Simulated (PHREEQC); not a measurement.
H3PO4 is added in steps, without added water, to 1 kg of water holding 40 mmol/kgw TMAH, 18 mmol/kgw H3BO3 and 23 mmol/kgw Na2CO3, at 5.8 °C. O2 is buffered at 0.21 atm. The system is closed to CO2. Nothing may precipitate in this run.

Base run: PHREEQC, ion-association model, phreeqc.dat. Each further column changes one thing. The table gives H2BO3- (mol/kgw).

```tsv
H3PO4 added (mol)	base	database wateq4f.dat	metal-ligand complexes left out	all activity coefficients set to 1	Debye-Hückel limiting law
0	0.0180	0.0180	0.0180	0.0180	0.0180
0.025	0.00997	0.0101	0.0101	?	0.00946
0.05	5.18e-5	?	5.32e-5	6.94e-5	4.30e-5
0.075	6.67e-6	6.96e-6	6.85e-6	8.16e-6	5.80e-6
0.1	5.97e-9	6.22e-9	5.97e-9	?	6.17e-9
0.125	2.21e-9	2.31e-9	2.21e-9	2.06e-9	2.30e-9
0.15	1.39e-9	1.45e-9	1.39e-9	?	1.45e-9
0.175	1.02e-9	1.07e-9	1.02e-9	9.42e-10	1.08e-9
0.2	8.20e-10	8.60e-10	8.20e-10	7.50e-10	8.71e-10
```

Q: Fill in the missing entries.

A: 
- 0.025, all activity coefficients set to 1: 0.0105
- 0.05, database wateq4f.dat: 5.44e-5
- 0.1, all activity coefficients set to 1: 5.62e-9
- 0.15, all activity coefficients set to 1: 1.28e-9

(CH3)4N+ isn't in the database: it is added as a free cation with an ion size of 4 Å. Constants without temperature data keep their 25 °C values here. H3PO4, which wateq4f.dat lacks, is added to it with the constant of phreeqc.dat. phreeqc.dat and wateq4f.dat share most of their constants, so their agreement is no independent check. Solids allowed in the column 'database wateq4f.dat': Nahcolite, Natron.
